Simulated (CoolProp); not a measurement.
Properties of trans-2-butene along the isobar 0.0913 MPa (Tc = 155.5 °C, pc = 4.019 MPa, ω = 0.210).

The numbers come from the reference Helmholtz-energy equation of state, Lemmon 2005 in CoolProp. It is a short technical equation, of lower accuracy than the large ones.

```
T (°C)   phase  density (kg/m³)  cp (kJ/(kg K))  speed of sound (m/s)  fugacity coefficient
------  ------  ---------------  --------------  --------------------  --------------------
-79.55  liquid            711.0           1.992                  1499               0.01120
-73.15  liquid            704.5           2.005                  1462               0.01890
-66.75  liquid            698.0           2.018                  1425               0.03074
-60.35  liquid            691.5           2.033                  1389               0.04832
-53.95  liquid            685.0           2.048                  1352               0.07363
-47.55  liquid            678.4           2.064                  1316                0.1091
-41.15  liquid            671.7           2.081                  1281                0.1576
-34.75  liquid            665.0           2.099                  1245                0.2223
-28.45  liquid            658.4           2.118                  1210                0.3054
-22.05  liquid            651.6           2.139                  1175                0.4135
```
